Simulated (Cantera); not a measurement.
Source: NASA polynomial tables (part measured, part estimated), evaluated in Cantera. Values are per mole of reaction as written; species without (g) are pure solids or liquids, kept so even where they would boil at 1 bar.

NO2(g) + 2 Sr(OH)2 ⇌ N(g) + 4 OH(g) + 2 SrO

```tsv
T (K)	ΔH° (kJ)	ΔS° (J/K)	ΔG° (kJ)	log10 K	condensed phases
550	1352.7	574.5	1036.7	-98.45	Sr(OH)2(s), SrO(s)
750	(withheld)	(withheld)	(withheld)	(withheld)	Sr(OH)2(s), SrO(s)
950	1279.5	481.2	822.4	-45.22	Sr(OH)2(l), SrO(s)
1150	1257.3	460.0	728.3	-33.08	Sr(OH)2(l), SrO(s)
1350	(withheld)	(withheld)	(withheld)	(withheld)	Sr(OH)2(l), SrO(s)
1550	1216.0	429.1	550.9	-18.57	Sr(OH)2(l), SrO(s)
1750	(withheld)	(withheld)	(withheld)	(withheld)	Sr(OH)2(l), SrO(s)
1950	1178.7	407.6	383.8	-10.28	Sr(OH)2(l), SrO(s)
```

Fill in the missing entries.


- 750, ΔH° (kJ): 1343.4
- 750, ΔS° (J/K): 560.6
- 750, ΔG° (kJ): 923.0
- 750, log10 K: -64.28
- 1350, ΔH° (kJ): 1236.1
- 1350, ΔS° (J/K): 443.0
- 1350, ΔG° (kJ): 638.1
- 1350, log10 K: -24.69
- 1750, ΔH° (kJ): 1196.9
- 1750, ΔS° (J/K): 417.5
- 1750, ΔG° (kJ): 466.3
- 1750, log10 K: -13.92
